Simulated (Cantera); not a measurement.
Thermodynamics of oxide etching and cleaning by halides, feed MgO + HF + H2

Charge: 1 mol MgO, 12 mol HF, 2.3 mol H2, held at 1250 K and 0.0360 bar.

Cantera equilibrium calculation (NASA polynomials, part measured and part estimated; ideal gas, pure solids and liquids). Candidate condensed phases: H2O, Mg, MgF2, MgO, Mg(OH)2; 31 gas species. Equilibrium is a limit: real reactors are often held back by kinetics, nucleation or transport.

```
Item                                 Result
--------------------------------  ---------
x(HF)                                 0.752
x(H2)                                 0.173
x(H2O)                               0.0752
x(MgF2)                             3.81e-6
x(H)                                1.06e-6
n(MgF2(s))                        1.000 mol
gas amount                        13.30 mol
log10 activity of Mg(l) (absent)     -13.63
```
